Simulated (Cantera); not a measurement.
Charge: 1 mol Si3N4, 0.92 mol NF3, 0.33 mol O2, at 1123 K and 0.000490 bar.

Cantera equilibrium calculation (NASA polynomials, part measured and part estimated; ideal gas, pure solids and liquids). Candidate condensed phases: Si, SiO2, Si2N2O, Si3N4; 28 gas species. Mutual solubility and eutectic melting of coexisting phases are not modelled. The tables' values for SiF3 are old estimates; treat these amounts as uncertain. Equilibrium is a limit: real reactors are often held back by kinetics, nucleation or transport.

Base state: N2 0.623, SiF4 0.376, SiF3 0.00144 (mole fractions); condensed: Si2N2O(s) + Si3N4(s).

Q: What changes in the equilibrium state with this change: 0.0063 mol HF added?

A: 
| species | before | after |
|---|---|---|
| N2 | 0.623 | 0.621 |
| SiF4 | 0.376 | 0.375 |
| H2 | 0 | 0.00160 |
| HF | 0 | 0.000177 |
| SiHF3 | 0 | 4.40e-5 |
| SiF3 | 0.00144 | 0.00144 |
| Si2N2O(s), mol | 0.660 | 0.660 |
| Si3N4(s), mol | 0.330 | 0.329 |
Further candidate phases: H2O.
